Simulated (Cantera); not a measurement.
# V2O5 + H2 (hydrogen reduction and annealing atmospheres)

Feed: 1 mol V2O5, 19 mol H2, equilibrated at 625 °C and 1 atm.

Method: chemical equilibrium by Gibbs-energy minimisation in Cantera with the NASA 1993 tables (ideal gas, pure condensed phases). Candidate condensed phases: H2O, V, VO, V2O3, V2O4, V2O5; 12 gas species. Condensed phases not in the tables: the oxides between V2O3 and V2O5 other than VO2. The numbers say what is thermodynamically allowed, not how fast it happens.

```
Property                                Value
----------------------------------  ---------
x(H2)                                   0.895
x(H2O)                                  0.105
n(V2O3(s))                           1.00 mol
gas amount                          19.00 mol
log10 activity of V(s) (absent)        -10.00
log10 activity of V2O5(s) (absent)     -14.54
```
